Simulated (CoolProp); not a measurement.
Values from CoolProp's reference Helmholtz-energy equation of state, de Reuck 1990.

### Question
Give the vapour pressure (kPa), liquid density (kg/m³), liquid cp (kJ/(kg K)), vapour Z of saturated fluorine at 122 K.

### Answer
| T (K) | p (kPa) | liquid density (kg/m³) | liquid cp (kJ/(kg K)) | vapour Z |
|---|---|---|---|---|
| 122 | 1820 | 1190 | 1.91 | 0.758 |
